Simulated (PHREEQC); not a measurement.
# Spent oxide etchant (model solution)

Make-up at 25 °C: 0.0019 mol NH4HF2, 0.0048 mol (NH4)2SiF6, 0.00013 mol HBF4 and 0.0093 mol H2SO4 per kg of water. Closed to the air; pH follows from the charge balance.

Model: ion-association model, wateq4f.dat, run in PHREEQC.

Precipitation was switched off in this run.

### Question
Predict the pH.

### Answer
pH 1.94.

### Question
In which forms is S present?

### Answer
SO4-2 57 %, HSO4- 39 %, NH4SO4- 4.2 % of the S.

Examples of supersaturated solids here: Quartz (slow to form). Others may be too. SiF6-2 is the database's only silicon fluoride. Real BF4- forms and hydrolyses slowly; the run takes it at equilibrium.
